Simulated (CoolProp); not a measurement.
A Linde-Hampson liquefier for carbon monoxide: isothermal reversible compression at 300 K from 1 atm to 30 MPa, throttling to 1 atm, return gas leaving the recuperator 5 K below the feed. Each further row changes one setting.

The numbers come from the reference Helmholtz-energy equation of state, Lemmon 2006 in CoolProp. It is a short technical equation, of lower accuracy than the large ones.

```tsv
case	liquid yield per pass	compression work (kJ/kg of gas)
as stated	___	509
high pressure 60 MPa	___	___
warm-end temperature 330 K	___	___
warm-end gap 10 K	___	509
```

Q: Fill in the missing entries.

A: 
- as stated, liquid yield per pass: 0.091
- high pressure 60 MPa, liquid yield per pass: 0.082
- high pressure 60 MPa, compression work (kJ/kg of gas): 588
- warm-end temperature 330 K, liquid yield per pass: 0.065
- warm-end temperature 330 K, compression work (kJ/kg of gas): 564
- warm-end gap 10 K, liquid yield per pass: 0.080
